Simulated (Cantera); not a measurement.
Input (Python, Cantera) and output of one run.

```python
import numpy as np
import cantera as ct

gas_names = """
    C CO CO2 C2 C2O C3 C3O2 C4 C5 O O2 O3 Pb PbO Pb2
""".split()
cond_names = """
    C(gr) Pb(cr) Pb(L) PbO(rd) PbO(yw) PbO(L) PbO2(s) Pb3O4(s)
""".split()


# ... load() reads the species with a 1 bar reference pressure and builds the phases ...
atoms = {
    'Pb': {'Pb': 1},
    'O2': {'O': 2},
    'CO': {'C': 1, 'O': 1},
}
top_T = {'C(gr)': 4500, 'Pb3O4(s)': 820}  # K; cautious upper limits of use, not melting points


# ... equilibrate(T, P, feed) seeds the gas with the atoms and calls Mixture.equilibrate('TP', solver="vcs", rtol=1e-11, max_steps=5000) ...
results = []
feed = {'Pb': 1, 'O2': 0.1, 'CO': 0.61}  # mol
P = 101325  # Pa
for T in [1075, 1225, 1375, 1525, 1675, 1825, 1975]:
    mix = equilibrate(T, P, feed)
    results.append((T, P, feed, dict(zip(mix.species_names, mix.species_moles))))

top = {s: max(r[3][s] / sum(r[3][g] for g in gas_names) for r in results) for s in gas_names}
cols = sorted((s for s in top if top[s] > 0.0001), key=lambda s: -top[s])[:5]
seen = [c for c in cond_names if any(r[3].get(c, 0) > 1e-12 for r in results)]
print("log10 of partial pressures in bar; condensed amounts in mol")
print(f"{'T/K':>10s}" + "".join(f"{s[:9]:>10s}" for s in cols + seen))
for T, P, feed, n in results:
    ng = sum(n[g] for g in gas_names)
    print(f"{T:10.4g}" + "".join(f"{np.log10(max(n[s] / ng * P / 1e5, 1e-99)):10.3f}" for s in cols)
          + "".join(f"{n.get(c, 0):10.4g}" for c in seen))
```

Result:

```
log10 of partial pressures in bar; condensed amounts in mol
       T/K        CO        Pb       CO2       PbO       Pb2     Pb(L)
      1075    -0.167    -4.120    -0.479    -9.575    -9.170         1
      1225    -0.167    -3.029    -0.479    -7.556    -7.350    0.9994
      1375    -0.170    -2.183    -0.481    -5.988    -5.940     0.996
      1525    -0.180    -1.507    -0.492    -4.735    -4.817    0.9806
      1675    -0.217    -0.955    -0.529    -3.714    -3.903    0.9247
      1825    -0.331    -0.496    -0.647    -2.870    -3.146    0.7165
      1975    -0.579    -0.207    -0.918    -2.277    -2.705         0
```

Equilibrium computed with Cantera from the NASA thermochemical tables; the gas is ideal and each condensed phase is pure. Gases not in the tables: (PbO)n polymers.
